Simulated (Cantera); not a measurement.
What does this Cantera script print?

```python
import numpy as np
import cantera as ct

gas_names = """
    H HO2 H2 H2O H2O2 O OH O2 O3 Pb PbO Pb2
""".split()
cond_names = """
    H2O(s) H2O(L) Pb(cr) Pb(L) PbO(rd) PbO(yw) PbO(L) PbO2(s) Pb3O4(s)
""".split()


# ... load() reads the species with a 1 bar reference pressure and builds the phases ...
atoms = {
    'PbO': {'Pb': 1, 'O': 1},
    'H2': {'H': 2},
    'O2': {'O': 2},
}
top_T = {'Pb3O4(s)': 820}  # K; cautious upper limits of use, not melting points


# ... equilibrate(T, P, feed) seeds the gas with the atoms and calls Mixture.equilibrate('TP', solver="vcs", rtol=1e-11, max_steps=5000) ...
results = []
P = 72000  # Pa
for T in [598, 648, 698, 748, 798, 848, 898, 948, 998, 1048, 1098, 1148, 1198]:
    for m in [0.025, 0.043, 0.072, 0.12, 0.21, 0.35, 0.6, 1, 1.7]:
        feed = {'PbO': 1, 'H2': 0.079, 'O2': m}  # mol
        mix = equilibrate(T, P, feed)
        results.append((T, P, feed, dict(zip(mix.species_names, mix.species_moles))))

for T, P, feed, n in results:
    print(f"{T:7g} {feed['O2']:10.4g}  " + (" + ".join(c for c in cond_names if n.get(c, 0) > 1e-12) or "gas only"))
```

Output:

```
    598      0.025  Pb(cr) + PbO(rd)
    598      0.043  PbO(rd)
    598      0.072  PbO(rd) + Pb3O4(s)
    598       0.12  PbO(rd) + Pb3O4(s)
    598       0.21  PbO(rd) + Pb3O4(s)
    598       0.35  Pb3O4(s)
    598        0.6  Pb3O4(s)
    598          1  Pb3O4(s)
    598        1.7  Pb3O4(s)
    648      0.025  Pb(L) + PbO(rd)
    648      0.043  PbO(rd)
    648      0.072  PbO(rd)
    648       0.12  PbO(rd) + Pb3O4(s)
    648       0.21  PbO(rd) + Pb3O4(s)
    648       0.35  Pb3O4(s)
    648        0.6  Pb3O4(s)
    648          1  Pb3O4(s)
    648        1.7  Pb3O4(s)
    698      0.025  Pb(L) + PbO(rd)
    698      0.043  PbO(rd)
    698      0.072  PbO(rd)
    698       0.12  PbO(rd)
    698       0.21  PbO(rd)
    698       0.35  PbO(rd)
    698        0.6  PbO(rd)
    698          1  PbO(rd)
    698        1.7  PbO(rd)
    748      0.025  Pb(L) + PbO(rd)
    748      0.043  PbO(rd)
    748      0.072  PbO(rd)
    748       0.12  PbO(rd)
    748       0.21  PbO(rd)
    748       0.35  PbO(rd)
    748        0.6  PbO(rd)
    748          1  PbO(rd)
    748        1.7  PbO(rd)
    798      0.025  Pb(L) + PbO(yw)
    798      0.043  PbO(yw)
    798      0.072  PbO(yw)
    798       0.12  PbO(yw)
    798       0.21  PbO(yw)
    798       0.35  PbO(yw)
    798        0.6  PbO(yw)
    798          1  PbO(yw)
    798        1.7  PbO(yw)
    848      0.025  Pb(L) + PbO(yw)
    848      0.043  PbO(yw)
    848      0.072  PbO(yw)
    848       0.12  PbO(yw)
    848       0.21  PbO(yw)
    848       0.35  PbO(yw)
    848        0.6  PbO(yw)
    848          1  PbO(yw)
    848        1.7  PbO(yw)
    898      0.025  Pb(L) + PbO(yw)
    898      0.043  PbO(yw)
    898      0.072  PbO(yw)
    898       0.12  PbO(yw)
    898       0.21  PbO(yw)
    898       0.35  PbO(yw)
    898        0.6  PbO(yw)
    898          1  PbO(yw)
    898        1.7  PbO(yw)
    948      0.025  Pb(L) + PbO(yw)
    948      0.043  PbO(yw)
    948      0.072  PbO(yw)
    948       0.12  PbO(yw)
    948       0.21  PbO(yw)
    948       0.35  PbO(yw)
    948        0.6  PbO(yw)
    948          1  PbO(yw)
    948        1.7  PbO(yw)
    998      0.025  Pb(L) + PbO(yw)
    998      0.043  PbO(yw)
    998      0.072  PbO(yw)
    998       0.12  PbO(yw)
    998       0.21  PbO(yw)
    998       0.35  PbO(yw)
    998        0.6  PbO(yw)
    998          1  PbO(yw)
    998        1.7  PbO(yw)
   1048      0.025  Pb(L) + PbO(yw)
   1048      0.043  PbO(yw)
   1048      0.072  PbO(yw)
   1048       0.12  PbO(yw)
   1048       0.21  PbO(yw)
   1048       0.35  PbO(yw)
   1048        0.6  PbO(yw)
   1048          1  PbO(yw)
   1048        1.7  PbO(yw)
   1098      0.025  Pb(L) + PbO(yw)
   1098      0.043  PbO(yw)
   1098      0.072  PbO(yw)
   1098       0.12  PbO(yw)
   1098       0.21  PbO(yw)
   1098       0.35  PbO(yw)
   1098        0.6  PbO(yw)
   1098          1  PbO(yw)
   1098        1.7  PbO(yw)
   1148      0.025  Pb(L) + PbO(yw)
   1148      0.043  PbO(yw)
   1148      0.072  PbO(yw)
   1148       0.12  PbO(yw)
   1148       0.21  PbO(yw)
   1148       0.35  PbO(yw)
   1148        0.6  PbO(yw)
   1148          1  PbO(yw)
   1148        1.7  PbO(yw)
   1198      0.025  Pb(L) + PbO(L)
   1198      0.043  PbO(L)
   1198      0.072  PbO(L)
   1198       0.12  PbO(L)
   1198       0.21  PbO(L)
   1198       0.35  PbO(L)
   1198        0.6  PbO(L)
   1198          1  PbO(L)
   1198        1.7  PbO(L)
```

Equilibrium computed with Cantera from the NASA thermochemical tables; the gas is ideal and each condensed phase is pure. Each liquid is taken as pure. Mutual solubility and eutectic melting of coexisting phases are not modelled.
